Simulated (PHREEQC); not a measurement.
## Brine: speciation

A solution holds 0.69 mol NaCl, 0.025 mol Na2B4O7 and 0.14 mol KBr per kg of water, at 25 °C. Closed to the air; pH follows from the charge balance.

Computed with PHREEQC (Pitzer model, pitzer.dat).

No solid was allowed to form.

Predict the pH.

pH 8.95.

In which forms is B present?

B(OH)4- 40 %, B(OH)3 37 %, B4O5(OH)4-2 11 %, B3O3(OH)4- 11 % of the B.
